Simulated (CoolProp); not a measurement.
Vapour-liquid equilibrium of C3F8 (R218) (1) + R134a (2) at -36.75 °C; x and y are mole fractions of (1).

Computed with CoolProp (multi-fluid Helmholtz-energy mixture model, Lemmon 2006 and Tillner-Roth 1994; pair parameters Bell 2016).

Task: Give the bubble pressure and the first vapour's composition at x = 0.35, 0.65, 0.8. Is there an azeotrope?

Result: x = 0.35: 1.162 bar, y = 0.579; x = 0.65: 1.212 bar, y = 0.659; x = 0.8: 1.195 bar, y = 0.728. y crosses x between x = 0.65 and 0.8: the model has an azeotrope there.

Pair parameters are fitted to limited data, so mixtures are less certain than the pure fluids. With so large a gap from Raoult's law the liquid may split in two, which this calculation doesn't test in full.
